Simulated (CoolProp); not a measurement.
Fluoroethane (R161) along the isotherm -6.65 °C: density (kg/m³) from the reference equation and from simpler models built on Tc = 102.1 °C, pc = 5010 kPa, ω = 0.216; each cubic takes its own stable root.

Model: reference Helmholtz-energy equation of state, Wu 2012, in CoolProp.

```csv
p (kPa),phase,reference
417,liquid,770.5
833,liquid,771.3
1250,liquid,772.0
1670,liquid,772.8
2080,liquid,773.5
2500,liquid,774.2
2920,liquid,775.0
3330,liquid,775.7
3750,liquid,776.4
4170,liquid,777.1
4580,liquid,777.8
5000,liquid,778.5
```

Q: How far does each simpler model (van der Waals, Redlich-Kwong, Soave-Redlich-Kwong, Peng-Robinson) lie from the reference over these 12 states: mean and median of the absolute difference, and the worst?

A: 
- van der Waals: mean 51.9 %, median 42.8 %, worst -98.8 % at -6.65 °C and 417 kPa
- Redlich-Kwong: mean 24.3 %, median 17.5 %, worst -98.7 % at -6.65 °C and 417 kPa
- Soave-Redlich-Kwong: mean 14.9 %, median 14.9 %, worst -15.2 % at -6.65 °C and 417 kPa
- Peng-Robinson: mean 3.7 %, median 3.7 %, worst -4.0 % at -6.65 °C and 417 kPa

At some of these states van der Waals, Redlich-Kwong gives the other phase, because its saturation line lies elsewhere.
